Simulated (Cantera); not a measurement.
Input (Python, Cantera):

```python
import numpy as np
import cantera as ct

gas = ct.Solution("h2o2.yaml")
gas.TPX = 1050, 62000, {'H2': 1.7, 'O2': 0.15, 'N2': 14}
reactor = ct.IdealGasConstPressureReactor(gas, energy="off", clone=False)
net = ct.ReactorNet([reactor])
net.rtol, net.atol = 1e-08, 1e-18
show = ['H2', 'O2', 'HO2', 'OH', 'O', 'H', 'H2O2']
times = np.geomspace(0.0003, 10, 9)

steps = ct.SolutionArray(gas, extra=["t"])
rows = []
print(f"{'t/s':>10s}{'T/K':>9s}{'P/Pa':>11s}" + "".join(f"{s:>11s}" for s in show))
for t in times:
    while net.time < t:
        t_next = net.step()
        steps.append(gas.state, t=t_next)
    rows.append([np.interp(t, steps.t, y) for y in (steps.T, steps.P, *steps(*show).X.T)])
    print(f"{t:10.3e}{rows[-1][0]:9.1f}{rows[-1][1]:11.4g}" + "".join(f"{x:11.3e}" for x in rows[-1][2:]))
rate = np.gradient(steps.T, steps.t)
print("integrator steps:", len(steps.t))
if steps.T.max() > steps.T[0] + 200:
    print(f"time of steepest temperature rise: {steps.t[rate.argmax()]:.4e} s")
gas.TPX = 1050, 62000, {'H2': 1.7, 'O2': 0.15, 'N2': 14}
gas.equilibrate("TP")
print(f"equilibrium (TP): T = {gas.T:.1f} K  " + "  ".join(f"{s} {gas[s].X[0]:.3e}" for s in show))
```

Output:

```
       t/s      T/K       P/Pa         H2         O2        HO2         OH          O          H       H2O2
 3.000e-04   1050.0    6.2e+04  1.073e-01  9.464e-03  8.783e-10  1.286e-11  3.494e-11  1.606e-09  9.520e-12
 1.103e-03   1050.0    6.2e+04  1.073e-01  9.463e-03  1.507e-07  3.699e-09  9.934e-09  4.541e-07  2.022e-09
 4.054e-03   1050.0    6.2e+04  8.703e-02  5.645e-06  2.573e-09  2.787e-06  2.140e-07  3.952e-03  4.276e-11
 1.490e-02   1050.0    6.2e+04  8.882e-02  5.976e-10  3.467e-13  4.459e-07  3.756e-09  6.495e-04  6.191e-12
 5.477e-02   1050.0    6.2e+04  8.909e-02  3.328e-11  3.241e-14  1.091e-07  2.248e-10  1.593e-04  1.433e-12
 2.013e-01   1050.0    6.2e+04  8.915e-02  3.213e-12  5.284e-15  2.890e-08  1.576e-11  4.222e-05  3.181e-13
 7.401e-01   1050.0    6.2e+04  8.917e-02  3.690e-13  8.092e-16  7.806e-09  1.149e-12  1.140e-05  5.390e-14
 2.720e+00   1050.0    6.2e+04  8.917e-02  3.763e-14  8.678e-17  2.119e-09  8.471e-14  3.096e-06  6.168e-15
 1.000e+01   1050.0    6.2e+04  8.917e-02  3.039e-15  6.871e-18  5.763e-10  6.263e-15  8.419e-07  5.361e-16
integrator steps: 2449
equilibrium (TP): T = 1050.0 K  H2 8.917e-02  O2 9.818e-21  HO2 2.460e-24  OH 2.119e-12  O 8.470e-20  H 3.096e-09  H2O2 7.728e-21
```

Cantera simulation using the H2/O2 subset of GRI-Mech 3.0, which has no nitrogen chemistry; the numbers are that mechanism's predictions, not measurements.
